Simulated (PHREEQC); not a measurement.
0.082 g of hydrous ferric oxide (600 m²/g; 0.2 weak and 0.005 strong sites per Fe, Dzombak-Morel constants, diffuse double layer) in 1 kg of water with 0.05 mol/kgw of an inert sodium salt and 0.00012 mol NiCl2 and 0.00024 mol Na2HAsO4, at 25 °C; the pH is set by adding NaOH or the inert anion's acid. Oxygen is held at 0.21 atm. CO2 from the air is kept out. Nothing may precipitate in this run.

The series has 17 steps of pH, from 3 to 11.

All values are PHREEQC results (ion-association model, wateq4f.dat), not measurements.

### Question
Near which pH is half of the Ni sorbed, and on which side is more sorbed?

### Answer
Near pH 7.4, with more sorbed at higher pH.

### Question
Near which pH is half of the As sorbed, and on which side is more sorbed?

### Answer
Near pH 7.0, with more sorbed at lower pH.

### Question
At which pH does the surface charge pass through zero?

### Answer
Near pH 5.0.

Along this series the solution becomes supersaturated in solids that the run did not let form, among them Ni(OH)2. Species that the database lacks are ignored. The database has no arsenate complexes of Ni. The oxide is taken as insoluble; below pH 4 it would dissolve.
